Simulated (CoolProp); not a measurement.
Properties of R404A along the isobar 5.38 MPa (Tc = 72.1 °C, pc = 3.735 MPa, ω = 0.293).

Values from CoolProp's reference Helmholtz-energy equation of state, Lemmon 2003. It is a pseudo-pure fit of the blend.

| T (°C) | phase | cv (kJ/(kg K)) | Joule-Thomson coefficient (K/MPa) | conductivity (mW/(m K)) |
|---|---|---|---|---|
| -66.25 | liquid | 0.8000 | -0.3449 | 102 |
| -47.55 | liquid | 0.8210 | -0.3096 | 95.0 |
| -28.75 | liquid | 0.8435 | ___ | 88.7 |
| -9.95 | liquid | 0.8673 | -0.1825 | 82.7 |
| 8.85 | liquid | 0.8926 | -0.07097 | 76.8 |
| 27.55 | liquid | 0.9198 | 0.1075 | 71.0 |
| 46.35 | liquid | ___ | ___ | 64.8 |
| 65.15 | liquid | 0.9892 | 1.194 | 57.6 |
| 83.85 | supercritical | 1.062 | 4.260 | 46.4 |
| 102.65 | supercritical | 1.065 | 9.224 | 32.4 |
| 121.45 | supercritical | 1.039 | 7.936 | 30.0 |
| 140.25 | supercritical | 1.041 | 6.673 | 29.8 |
| 158.95 | supercritical | 1.052 | 5.698 | 30.2 |

**Question.** Some entries are withheld; supply them.

**Answer.** 
- -28.75, Joule-Thomson coefficient (K/MPa): -0.2573
- 46.35, cv (kJ/(kg K)): 0.9505
- 46.35, Joule-Thomson coefficient (K/MPa): 0.4357

Thermal conductivity comes from a separate model (Geller 2001).
